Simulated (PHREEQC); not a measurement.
## Leach liquor

Solution (65 °C): 0.0015 mol H2SO4, 9.4e-05 mol MnSO4 and 0.01 mol MgSO4 per kg of water. It is in equilibrium with CO2 at log p = -3.5 (atm). Otherwise closed; pH follows from the charge balance.

Equilibrium calculation in PHREEQC: ion-association model, phreeqc.dat.

This is a speciation only: nothing precipitates in the calculation.

Q: Estimate the pH, ionic strength, specific conductance.

A: pH 2.83; ionic strength 0.0227 mol/kgw; specific conductance 3560 µS/cm.

Q: In which forms is Mg present?

A: Mg+2 52 %, MgSO4 48 % of the Mg.

Away from 25 °C the constants follow the database's enthalpies or fits; those with neither stay at their 25 °C values.
